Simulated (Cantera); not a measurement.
Mixture: H2 : O2 : N2 = 1 : 0.694 : 1.88 (molar parts), equivalence ratio 0.72, at 11.0 bar, adiabatic and at constant volume. Ignition delay is the time to a rise of 400 K.

Cantera simulation using the H2/O2 subset of GRI-Mech 3.0, which has no nitrogen chemistry; the numbers are that mechanism's predictions, not measurements. The hydrogen kinetics of GRI-Mech 3.0 are dated; newer H2 mechanisms differ, most at raised pressure. Below about 950 K walls govern HO2 and H2O2 in real vessels.

**Question.** Predict: delay at 925 K; delay at 975 K; delay at 1025 K; delay at 1075 K; delay at 1125 K; delay at 1175 K; apparent activation energy between 1075 and 1175 K.

**Answer.** 
| Item | Result |
|---|---|
| delay at 925 K | 50.2 ms |
| delay at 975 K | 14.3 ms |
| delay at 1025 K | 4.43 ms |
| delay at 1075 K | 1.45 ms |
| delay at 1125 K | 0.476 ms |
| delay at 1175 K | 0.143 ms |
| apparent activation energy between 1075 and 1175 K | 240 kJ/mol |
